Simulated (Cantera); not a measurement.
A Cantera script and its output.

```python
import numpy as np
import cantera as ct

gas = ct.Solution("h2o2.yaml")
gas.TPX = 373, 150000, {'H2': 1, 'O2': 0.667, 'N2': 2.51}
flame = ct.FreeFlame(gas, width=0.03)
flame.set_refine_criteria(ratio=3, slope=0.08, curve=0.16)
flame.transport_model = "mixture-averaged"
flame.solve(loglevel=0, auto=True)
z, T = flame.grid, flame.T
thick = (T[-1] - T[0]) / np.gradient(T, z).max()
show = ['H2', 'O2', 'H2O', 'H2O2', 'O', 'HO2']
print(f"laminar burning velocity  {flame.velocity[0] * 100:.3f} cm/s")
print(f"burnt temperature         {T[-1]:.1f} K")
print(f"thermal thickness         {thick * 1e3:.4f} mm")
print(f"grid points               {len(z)}")
z0 = z[flame.heat_release_rate.argmax()]
print(f"{'z/mm':>9s}{'T/K':>9s}{'u/(m/s)':>9s}" + "".join(f"{s:>11s}" for s in show))
rows = []
for k in (-3, -2, -1.5, -1, -0.5, -0.25, 0, 0.25, 0.5, 1, 2, 4, 8):
    zz = z0 + k * thick
    rows.append([k * thick, np.interp(zz, z, T), np.interp(zz, z, flame.velocity),
                 *(np.interp(zz, z, flame.X[gas.species_index(s)]) for s in show)])
    print(f"{rows[-1][0] * 1e3:9.3f}{rows[-1][1]:9.1f}{rows[-1][2]:9.3f}" + "".join(f"{x:11.3e}" for x in rows[-1][3:]))
```

Output:

```
laminar burning velocity  204.720 cm/s
burnt temperature         2129.9 K
thermal thickness         0.2201 mm
grid points               110
     z/mm      T/K  u/(m/s)         H2         O2        H2O       H2O2          O        HO2
   -0.660    373.0    2.047  2.394e-01  1.597e-01  2.353e-09  9.870e-12  8.087e-12  5.874e-11
   -0.440    373.0    2.047  2.392e-01  1.597e-01  1.180e-07  6.263e-10  2.732e-10  3.575e-09
   -0.330    373.1    2.046  2.387e-01  1.598e-01  1.087e-06  6.538e-09  2.000e-09  3.685e-08
   -0.220    374.3    2.046  2.358e-01  1.604e-01  2.640e-05  2.042e-07  3.088e-08  1.130e-06
   -0.110    423.9    2.255  2.118e-01  1.642e-01  2.844e-03  2.797e-05  2.662e-06  1.812e-04
   -0.055    708.2    3.635  1.654e-01  1.580e-01  3.209e-02  8.742e-05  1.629e-04  4.441e-04
    0.000   1130.8    5.665  1.013e-01  1.279e-01  1.019e-01  2.517e-05  2.261e-03  1.889e-04
    0.055   1436.8    7.144  4.809e-02  8.686e-02  1.739e-01  6.191e-06  6.513e-03  9.874e-05
    0.110   1610.5    7.980  2.510e-02  6.472e-02  2.096e-01  3.227e-06  8.481e-03  6.116e-05
    0.220   1781.7    8.775  1.544e-02  5.418e-02  2.293e-01  1.557e-06  7.607e-03  3.723e-05
    0.440   1925.8    9.416  1.069e-02  5.050e-02  2.416e-01  8.215e-07  4.966e-03  2.185e-05
    0.880   2029.8    9.864  6.131e-03  4.851e-02  2.519e-01  4.931e-07  2.653e-03  1.144e-05
    1.760   2090.7   10.119  2.862e-03  4.781e-02  2.589e-01  3.135e-07  1.197e-03  5.703e-06
```

Detailed kinetics in Cantera: the H2/O2 subset of GRI-Mech 3.0, which has no nitrogen chemistry. Burning velocities carry a grid error of a few per cent, more on coarse grids.
